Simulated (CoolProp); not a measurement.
R11 at several states: density (kg/m³) from the reference equation and from simpler models built on Tc = 471.1 K, pc = 4.408 MPa, ω = 0.189; each cubic takes its own stable root.

Computed with CoolProp (reference Helmholtz-energy equation of state, Jacobsen 1992).

```json
[
 {"T (K)": "233.8", "p (MPa)": "14.5", "phase": "liquid", "reference": "1641", "van der Waals": "1054", "Redlich-Kwong": "1536", "Peng-Robinson": "1740"},
 {"T (K)": "172.2", "p (MPa)": "4.17", "phase": "liquid", "reference": "1753", "van der Waals": "1091", "Redlich-Kwong": "1620", "Peng-Robinson": "1820"},
 {"T (K)": "283.7", "p (MPa)": "1.19", "phase": "liquid", "reference": "1513", "van der Waals": "955.8", "Redlich-Kwong": "1404", "Peng-Robinson": "1616"},
 {"T (K)": "449.9", "p (MPa)": "0.301", "phase": "gas", "reference": "11.36", "van der Waals": "11.31", "Redlich-Kwong": "11.36", "Peng-Robinson": "11.40"},
 {"T (K)": "468.1", "p (MPa)": "0.0351", "phase": "gas", "reference": "1.242", "van der Waals": "1.242", "Redlich-Kwong": "1.242", "Peng-Robinson": "1.243"}
]
```
